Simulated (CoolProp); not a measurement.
Vapour-liquid equilibrium of n-octane (1) + ethylbenzene (2) at 0.0128 bar; x and y are mole fractions of (1).

Values from CoolProp's multi-fluid Helmholtz-energy mixture model, Beckmüller 2019 and Zhou 2012; pair parameters Bell 2016.

```tsv
x	bubble temperature (K)	y at the bubble point	dew temperature at overall composition x (K)	liquid density (mol/L)
0.05	297.2	0.099	297.7	8.001
0.125	296.1	0.219	297.0	7.822
0.2	295.2	0.317	296.3	7.649
0.275	294.4	0.399	295.5	7.482
0.35	293.8	0.470	294.8	7.322
0.425	293.3	0.535	294.2	7.167
0.5	292.9	0.594	293.6	7.019
0.575	292.5	0.652	293.0	6.876
0.65	292.2	0.708	292.5	6.739
0.725	292.0	0.764	292.1	6.606
0.8	291.8	0.823	291.9	6.479
0.875	291.7	0.885	291.7	6.356
0.95	291.6	0.952	291.6	6.238
```

No azeotrope shows between x = 0.05 and 0.95.

Pair parameters are fitted to limited data, so mixtures are less certain than the pure fluids.
